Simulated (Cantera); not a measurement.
**Adiabatic ignition**

An adiabatic, constant-pressure homogeneous reactor starts with 15.9 % H₂, 17.6 % O₂, 66.5 % N₂, at 1625 K and 10.0 bar.

Cantera simulation using GRI-Mech 3.0 (53 species, 325 reactions); the numbers are that mechanism's predictions, not measurements. The hydrogen kinetics of GRI-Mech 3.0 are dated; newer H2 mechanisms differ, most at raised pressure.

```json
[
 {"t (s)": "6.00e-6", "T (K)": "2623", "x H₂": "0.00236", "x O₂": "0.100", "x O": "0.00357", "x H₂O₂": "1.40e-6", "x OH": "0.0145", "x H": "0.000887"},
 {"t (s)": "1.49e-5", "T (K)": "2639", "x H₂": "0.00184", "x O₂": "0.101", "x O": "0.00281", "x H₂O₂": "1.53e-6", "x OH": "0.0131", "x H": "0.000615"},
 {"t (s)": "3.69e-5", "T (K)": "2639", "x H₂": "0.00184", "x O₂": "0.101", "x O": "0.00280", "x H₂O₂": "1.53e-6", "x OH": "0.0131", "x H": "0.000612"},
 {"t (s)": "9.17e-5", "T (K)": "2638", "x H₂": "0.00183", "x O₂": "0.100", "x O": "0.00278", "x H₂O₂": "1.52e-6", "x OH": "0.0130", "x H": "0.000608"},
 {"t (s)": "0.000228", "T (K)": "2635", "x H₂": "0.00182", "x O₂": "0.0997", "x O": "0.00273", "x H₂O₂": "1.51e-6", "x OH": "0.0129", "x H": "0.000600"},
 {"t (s)": "0.000565", "T (K)": "2629", "x H₂": "0.00179", "x O₂": "0.0981", "x O": "0.00264", "x H₂O₂": "1.48e-6", "x OH": "0.0126", "x H": "0.000581"},
 {"t (s)": "0.00140", "T (K)": "2619", "x H₂": "0.00174", "x O₂": "0.0955", "x O": "0.00250", "x H₂O₂": "1.44e-6", "x OH": "0.0122", "x H": "0.000552"},
 {"t (s)": "0.00348", "T (K)": "2611", "x H₂": "0.00170", "x O₂": "0.0933", "x O": "0.00238", "x H₂O₂": "1.40e-6", "x OH": "0.0119", "x H": "0.000528"},
 {"t (s)": "0.00863", "T (K)": "2610", "x H₂": "0.00169", "x O₂": "0.0928", "x O": "0.00236", "x H₂O₂": "1.40e-6", "x OH": "0.0118", "x H": "0.000524"},
 {"t (s)": "0.0214", "T (K)": "2610", "x H₂": "0.00169", "x O₂": "0.0928", "x O": "0.00236", "x H₂O₂": "1.40e-6", "x OH": "0.0118", "x H": "0.000523"},
 {"t (s)": "0.0531", "T (K)": "2610", "x H₂": "0.00169", "x O₂": "0.0928", "x O": "0.00236", "x H₂O₂": "1.40e-6", "x OH": "0.0118", "x H": "0.000523"},
 {"t (s)": "0.132", "T (K)": "2610", "x H₂": "0.00169", "x O₂": "0.0928", "x O": "0.00236", "x H₂O₂": "1.40e-6", "x OH": "0.0118", "x H": "0.000523"},
 {"t (s)": "0.327", "T (K)": "2610", "x H₂": "0.00169", "x O₂": "0.0928", "x O": "0.00236", "x H₂O₂": "1.40e-6", "x OH": "0.0118", "x H": "0.000523"},
 {"t (s)": "0.812", "T (K)": "2610", "x H₂": "0.00169", "x O₂": "0.0928", "x O": "0.00236", "x H₂O₂": "1.40e-6", "x OH": "0.0118", "x H": "0.000523"},
 {"t (s)": "2.01", "T (K)": "2610", "x H₂": "0.00169", "x O₂": "0.0928", "x O": "0.00236", "x H₂O₂": "1.40e-6", "x OH": "0.0118", "x H": "0.000523"},
 {"t (s)": "5.00", "T (K)": "2610", "x H₂": "0.00169", "x O₂": "0.0928", "x O": "0.00236", "x H₂O₂": "1.40e-6", "x OH": "0.0118", "x H": "0.000523"}
]
```
x: mole fraction; the columns are a selection and need not sum to one.

* **time of steepest temperature rise**: 1.07 µs
* **temperature at 5.00 s**: 2610 K
* **equilibrium temperature**: 2610 K
* **x(H₂) at 5.00 s**: 0.00169 (gas-phase equilibrium 0.00169)
* **x(O₂) at 5.00 s**: 0.0928 (gas-phase equilibrium 0.0928)
* **x(O) at 5.00 s**: 0.00236 (gas-phase equilibrium 0.00236)
